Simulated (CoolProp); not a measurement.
Vapour-liquid equilibrium of fluoroethane (R161) (1) + R227EA (2) at 0.00779 MPa; x and y are mole fractions of (1).

The numbers come from the multi-fluid Helmholtz-energy mixture model, Wu 2012 and Lemmon 2016; pair parameters Bell 2016 in CoolProp.

### Question
Give the bubble temperature and the first vapour's composition at x = 0.5, 0.725, 0.875. Is there an azeotrope?

### Answer
x = 0.5: 200.3 K, y = 0.817; x = 0.725: 195.5 K, y = 0.942; x = 0.875: 193.2 K, y = 0.980. No azeotrope shows between x = 0.05 and 0.95.

Pair parameters are fitted to limited data, so mixtures are less certain than the pure fluids.
